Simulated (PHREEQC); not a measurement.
Consider water at 25 °C with 0.066 mol HF, 0.66 mol NH4F, 3.9e-07 mol H4SiO4 and 0.01 mol H2SO4 per kg of water. Closed to the air; pH follows from the charge balance.

Equilibrium calculation in PHREEQC: ion-association model, phreeqc.dat.

Q: The ionic strength comes out as 0.659 mol/kgw. What activity coefficients do HSO4-, NH4SO4-, H+, SO4-2, HF2- get?

A: HSO4- 0.74, NH4SO4- 0.74, H+ 0.76, SO4-2 0.18, HF2- 0.74.

Precipitation was switched off in this run. Species that the database lacks are ignored. SiF6-2 is the database's only silicon fluoride.
